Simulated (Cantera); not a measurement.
## Adiabatic ignition

An adiabatic, constant-volume homogeneous reactor starts with 10.0 % CO, 2.00 % H2, 4.11 % CH4, 16.5 % O2, 62.2 % N2, 5.11 % H2O, equivalence ratio 0.86, at 1498 K and 10.0 bar.

Detailed kinetics in Cantera: GRI-Mech 3.0 (53 species, 325 reactions).

```
t (s)     T (K)  P (bar)    x CO     x H2   x CH4     x CH2     x HCN     x NO2     x OH
--------  -----  -------  ------  -------  ------  --------  --------  --------  -------
2.00e-6    1498     10.0   0.100   0.0200  0.0411  6.16e-12    <1e-12    <1e-12  1.53e-7
7.02e-6    1498     10.0   0.100   0.0200  0.0410  4.59e-10    <1e-12    <1e-12  1.11e-6
2.46e-5    1546     10.3  0.1000   0.0192  0.0366   1.79e-7  3.61e-11  9.51e-12  3.57e-5
8.65e-5    2986     19.4  0.0398  0.00715  <1e-12    <1e-12   3.67e-9   8.97e-6   0.0188
0.000304   2973     19.3  0.0399  0.00721  <1e-12    <1e-12   5.44e-9   1.66e-5   0.0179
0.00107    2972     19.3  0.0399  0.00721  <1e-12    <1e-12   5.50e-9   1.69e-5   0.0178
0.00374    2972     19.3  0.0399  0.00721  <1e-12    <1e-12   5.50e-9   1.69e-5   0.0178
0.0131     2972     19.3  0.0399  0.00721  <1e-12    <1e-12   5.50e-9   1.69e-5   0.0178
0.0461     2972     19.3  0.0399  0.00721  <1e-12    <1e-12   5.50e-9   1.69e-5   0.0178
0.162      2972     19.3  0.0399  0.00721  <1e-12    <1e-12   5.50e-9   1.69e-5   0.0178
0.568      2972     19.3  0.0399  0.00721  <1e-12    <1e-12   5.50e-9   1.69e-5   0.0178
1.99       2972     19.3  0.0399  0.00721  <1e-12    <1e-12   5.50e-9   1.69e-5   0.0178
7.00       2972     19.3  0.0399  0.00721  <1e-12    <1e-12   5.50e-9   1.69e-5   0.0178
```
x: mole fraction; the columns are a selection and need not sum to one.

```
Quantity                                                            Result
---------------------------------  ---------------------------------------
time of steepest temperature rise                                  34.9 µs
temperature at 7.00 s                                               2972 K
equilibrium temperature                                             2972 K
x(CO) at 7.00 s                      0.0399 (gas-phase equilibrium 0.0399)
x(H2) at 7.00 s                    0.00721 (gas-phase equilibrium 0.00721)
x(CH4) at 7.00 s                     <1e-12 (gas-phase equilibrium <1e-12)
```
